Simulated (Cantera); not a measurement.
A closed system holds: 1 mol NaI, 3.9 mol H2, at 7.43 Torr.

These are equilibrium values from Cantera (NASA tables, ideal gas, pure condensed phases), not measurements of a reactor. Candidate condensed phases: I2, Na, NaI; 9 gas species. Gases not in the tables: NaBr and NaI dimers. The numbers say what is thermodynamically allowed, not how fast it happens.

Question: At 1923 K, list the 4 most abundant gas species with their mole fractions, and the condensed phases.

Answer: H2 0.739, NaI 0.129, Na 0.0619, I 0.0582. Condensed: gas only.
